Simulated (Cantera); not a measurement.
Input: 1 mol acetone, 0.43 mol CO2, 59 mol H2, at 13300 Pa.

These are equilibrium values from Cantera (NASA tables, ideal gas, pure condensed phases), not measurements of a reactor. Candidate condensed phases: C, C6H6, C7H8, C8H18, H2O; 110 gas species. The feed counts by its element totals alone. Rates play no part.

Question: Which condensed phases are stable at each of these points (T (°C)): 302, 452, 602, 752, 902, 1052, 1202, 1352, 1502, 1652, 1802, 1952?

Answer: 
```csv
T (°C),condensed phases,C condensed (%)
302,gas only,0.0
452,gas only,0.0
602,gas only,0.0
752,C(graphite),30.9
902,C(graphite),41.6
1052,C(graphite),44.3
1202,C(graphite),45.1
1352,C(graphite),45.3
1502,C(graphite),45.1
1652,C(graphite),44.0
1802,C(graphite),41.2
1952,C(graphite),35.2
```

From 302 °C to 602 °C nothing is condensed. From 752 °C to 1952 °C the condensed part is C(graphite).
